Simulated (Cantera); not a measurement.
A perfectly stirred reactor is fed with NH3 : N2 = 1 : 22 (molar parts), at 100000 Pa; it is held at 1650 K, and followed from long to short residence time.

Cantera simulation using the gas-phase N/H chemistry of the illustrative SiF4/NH3 mechanism in the Surface Chemkin manual (1991); the numbers are that mechanism's predictions, not measurements. Walls and surfaces, which speed up NH3 decomposition in real reactors, are not modelled.

**Question.** What does this change do: pressure from 100000 Pa to 3200 Pa?

**Answer.** 
```
quantity                 before     after
----------------------  -------  --------
x(NH3) at τ = 18.0 s     0.0111    0.0267
x(N) at τ = 18.0 s      1.90e-8   1.04e-7
x(N2H4) at τ = 18.0 s   1.05e-9  4.46e-10
x(NH2) at τ = 18.0 s    8.37e-6   3.05e-5
x(N2) at τ = 18.0 s       0.942     0.949
x(NH3) at τ = 0.180 s    0.0408    0.0433
x(N) at τ = 0.180 s     1.19e-8   1.20e-9
x(N2H4) at τ = 0.180 s  1.37e-8  9.97e-10
x(NH2) at τ = 0.180 s   3.02e-5   4.56e-5
x(N2) at τ = 0.180 s      0.955     0.956
```

**Question.** What does this change do: pressure from 100000 Pa to 1100 Pa?

**Answer.** 
```json
[
 {"quantity": "x(NH3) at τ = 18.0 s", "before": "0.0111", "after": "0.0334"},
 {"quantity": "x(N) at τ = 18.0 s", "before": "1.90e-8", "after": "1.09e-7"},
 {"quantity": "x(N2H4) at τ = 18.0 s", "before": "1.05e-9", "after": "2.90e-10"},
 {"quantity": "x(NH2) at τ = 18.0 s", "before": "8.37e-6", "after": "4.19e-5"},
 {"quantity": "x(N2) at τ = 18.0 s", "before": "0.942", "after": "0.952"},
 {"quantity": "x(NH3) at τ = 0.180 s", "before": "0.0408", "after": "0.0435"},
 {"quantity": "x(N) at τ = 0.180 s", "before": "1.19e-8", "after": "9.54e-11"},
 {"quantity": "x(N2H4) at τ = 0.180 s", "before": "1.37e-8", "after": "5.10e-11"},
 {"quantity": "x(NH2) at τ = 0.180 s", "before": "3.02e-5", "after": "1.76e-5"},
 {"quantity": "x(N2) at τ = 0.180 s", "before": "0.955", "after": "0.957"}
]
```

**Question.** What does this change do: N2 22 to 5.7 parts?

**Answer.** 
```
quantity                 before    after
----------------------  -------  -------
x(NH3) at τ = 18.0 s     0.0111   0.0405
x(N) at τ = 18.0 s      1.90e-8  1.36e-8
x(N2H4) at τ = 18.0 s   1.05e-9  4.66e-9
x(NH2) at τ = 18.0 s    8.37e-6  1.76e-5
x(N2) at τ = 18.0 s       0.942    0.818
x(NH3) at τ = 0.180 s    0.0408    0.141
x(N) at τ = 0.180 s     1.19e-8  9.99e-9
x(N2H4) at τ = 0.180 s  1.37e-8  4.70e-8
x(NH2) at τ = 0.180 s   3.02e-5  5.60e-5
x(N2) at τ = 0.180 s      0.955    0.848
```
